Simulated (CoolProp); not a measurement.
n-decane at 411.82 K and 0.0216 MPa is throttled through a valve to 0.014 MPa with no heat exchange. Each further row changes one setting.

Computed with CoolProp (reference Helmholtz-energy equation of state, Lemmon 2006). It is a short technical equation, of lower accuracy than the large ones.

| case | temperature change (K) | final density (kg/m³) |
|---|---|---|
| as stated | (withheld) | (withheld) |
| outlet pressure 0.0042 MPa | (withheld) | (withheld) |
| outlet pressure 0.0182 MPa | (withheld) | (withheld) |

Q: Fill in the missing entries.

A: 
- as stated, temperature change (K): -0.3
- as stated, final density (kg/m³): 0.589
- outlet pressure 0.0042 MPa, temperature change (K): -0.6
- outlet pressure 0.0042 MPa, final density (kg/m³): 0.175
- outlet pressure 0.0182 MPa, temperature change (K): -0.1
- outlet pressure 0.0182 MPa, final density (kg/m³): 0.768
